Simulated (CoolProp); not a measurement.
50 sccm (0 °C, 1 atm) of nitrogen bubbles through liquid 1,2-dichloroethane at 330.4 K and leaves saturated at a total pressure of 0.15 MPa (ideal gas phase). Each further row changes one setting.

Values from CoolProp's reference Helmholtz-energy equation of state, Thol 2015.

```csv
case,vapour pressure (kPa),mole fraction of vapour,delivery (mg/min),delivery (sccm),change of delivery for a bath 1 K warmer (%)
as stated,41.2,0.275,83.5,18.9,5.3
bath temperature 335.4 K,49.5,0.330,109,24.6,5.6
total pressure 0.3 MPa,41.2,0.137,35.1,7.96,4.4
```
